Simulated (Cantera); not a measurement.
Cantera run:

```python
import numpy as np
import cantera as ct

gas_names = """
    H H2 N NH NH2 NH3 N2 N2H2 N2H4 Si SiH SiH2 SiH3 SiH4 SiN Si2 Si2N Si3
""".split()
cond_names = """
    Si(cr) Si(L) Si3N4(a)
""".split()


# ... load() reads the species with a 1 bar reference pressure and builds the phases ...
atoms = {
    'trisilylamine': {'Si': 3, 'N': 1, 'H': 9},
    'N2': {'N': 2},
}
top_T = {'Si3N4(a)': 2400}  # K; cautious upper limits of use, not melting points


# ... equilibrate(T, P, feed) seeds the gas with the atoms and calls Mixture.equilibrate('TP', solver="vcs", rtol=1e-11, max_steps=5000) ...
results = []
T = 725  # K
P = 78000  # Pa
for m in [0.57, 1, 1.8, 3.2, 5.6, 10, 18]:
    feed = {'trisilylamine': 1, 'N2': m}  # mol
    mix = equilibrate(T, P, feed)
    results.append((T, P, feed, dict(zip(mix.species_names, mix.species_moles))))

top = {s: max(r[3][s] / sum(r[3][g] for g in gas_names) for r in results) for s in gas_names}
cols = sorted((s for s in top if top[s] > 1e-06), key=lambda s: -top[s])[:6]
seen = [c for c in cond_names if any(r[3].get(c, 0) > 1e-12 for r in results)]
print("log10 of partial pressures in bar; condensed amounts in mol")
print(f"{'n(N2)':>10s}" + "".join(f"{s[:9]:>10s}" for s in cols + seen))
for T, P, feed, n in results:
    ng = sum(n[g] for g in gas_names)
    print(f"{feed['N2']:10.4g}" + "".join(f"{np.log10(max(n[s] / ng * P / 1e5, 1e-99)):10.3f}" for s in cols)
          + "".join(f"{n.get(c, 0):10.4g}" for c in seen))
```

Output:

```
log10 of partial pressures in bar; condensed amounts in mol
     n(N2)        H2        N2       NH3    Si(cr)  Si3N4(a)
      0.57    -0.108   -18.193   -11.423     1.395     0.535
         1    -0.108   -18.193   -11.423      0.75      0.75
       1.8    -0.136    -1.316    -3.026         0         1
       3.2    -0.248    -0.670    -2.871         0         1
       5.6    -0.390    -0.430    -2.965         0         1
        10    -0.570    -0.292    -3.165         0         1
        18    -0.778    -0.213    -3.438         0         1
```

Cantera equilibrium calculation (NASA polynomials, part measured and part estimated; ideal gas, pure solids and liquids). The feed counts by its element totals alone.
